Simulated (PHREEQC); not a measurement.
## Alkaline etch or developer

Consider water at 57 °C with 0.0026 mol NH3 and 0.011 mol Na2CO3 per kg of water. Closed to the air; pH follows from the charge balance.

Computed with PHREEQC (ion-association model, wateq4f.dat).

Each row changes one thing in this solution. No solid was allowed to form.

| case | pH | ionic strength (mol/kgw) | Na+ (mol/kgw) | CO3-2 (mol/kgw) | NaCO3- (mol/kgw) | HCO3- (mol/kgw) | SI of Nahcolite (NaHCO3) | SI of Natron (Na2CO3:10H2O) |
|---|---|---|---|---|---|---|---|---|
| as made | 10.35 | 0.0231 | 0.0180 | 0.00500 | 0.00396 | 0.00203 | -4.28 | -5.99 |
| NH3 from 0.0026 to 0.0052 mol/kgw | 10.35 | 0.0231 | 0.0180 | 0.00501 | 0.00396 | 0.00201 | -4.29 | -5.99 |
| Na2CO3 from 0.011 to 0.11 mol/kgw | (withheld) | 0.162 | (withheld) | 0.0240 | (withheld) | 0.00387 | -3.25 | -3.93 |
| temperature from 57 to 60 °C | 10.30 | 0.0226 | 0.0178 | 0.00470 | 0.00416 | 0.00212 | -4.29 | -6.12 |
| temperature from 57 to 65 °C | 10.21 | 0.0217 | 0.0175 | 0.00423 | (withheld) | 0.00226 | -4.31 | -6.33 |
| Na2CO3 from 0.011 to 0.0055 mol/kgw | (withheld) | 0.0124 | 0.00969 | 0.00267 | 0.00130 | 0.00152 | -4.65 | -6.71 |
| diluted 10-fold with water | 9.88 | 0.00256 | 0.00214 | 0.000409 | 5.56e-5 | 0.000634 | -5.63 | -8.69 |

Complete the blanks.


- Na2CO3 from 0.011 to 0.11 mol/kgw, pH: 10.56
- Na2CO3 from 0.011 to 0.11 mol/kgw, Na+ (mol/kgw): 0.138
- Na2CO3 from 0.011 to 0.11 mol/kgw, NaCO3- (mol/kgw): 0.0820
- temperature from 57 to 65 °C, NaCO3- (mol/kgw): 0.00449
- Na2CO3 from 0.011 to 0.0055 mol/kgw, pH: 10.24

Away from 25 °C the constants follow the database's enthalpies or fits; those with neither stay at their 25 °C values.
